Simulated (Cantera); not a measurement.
Cantera with NASA thermochemical tables; ideal gases at 1 bar, condensed phases pure. Values are per mole of reaction as written; species without (g) are pure solids or liquids, kept so even where they would boil at 1 bar.

P₂(g) + 3 H₂(g) = 2 PH₃(g), with ΔH° = -132.9 kJ and ΔS° = -189.9 J/K at 300 K.

Problem. How far is the shortcut ΔG° ≈ ΔH°(300 K) − T·ΔS°(300 K) from the full temperature-dependent value at 1473, 1548, 1623, 1698, 1773 K?

Solution. 
```tsv
T (K)	shortcut (kJ)	full (kJ)	difference (kJ)	difference in log10 K
1473	146.8	175.7	-29.0	1.03
1548	161.0	192.0	-31.0	1.04
1623	175.3	208.2	-32.9	1.06
1698	189.5	224.3	-34.8	1.07
1773	203.7	240.4	-36.7	1.08
```
The shortcut ignores the heat-capacity change of the reaction.
